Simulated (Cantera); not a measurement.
Standard-state values (1 bar) from the NASA 1993 polynomials, evaluated with Cantera. Values are per mole of reaction as written; species without (g) are pure solids or liquids, kept so even where they would boil at 1 bar.

Fe₂Cl₆(g) ⇌ 2 FeCl₃(g), with ΔH° = 148.1 kJ and ΔS° = 151.4 J/K at 300 K.

Q: How far is the shortcut ΔG° ≈ ΔH°(300 K) − T·ΔS°(300 K) from the full temperature-dependent value at 2248, 2398, 2548, 2698, 2848 K?

A: 
| T (K) | shortcut (kJ) | full (kJ) | difference (kJ) | difference in log10 K |
|---|---|---|---|---|
| 2248 | -192.2 | -147.6 | -44.6 | 1.04 |
| 2398 | -214.9 | -165.1 | -49.9 | 1.09 |
| 2548 | -237.6 | -182.4 | -55.3 | 1.13 |
| 2698 | -260.4 | -199.6 | -60.8 | 1.18 |
| 2848 | -283.1 | -216.6 | -66.5 | 1.22 |
The shortcut ignores the heat-capacity change of the reaction.
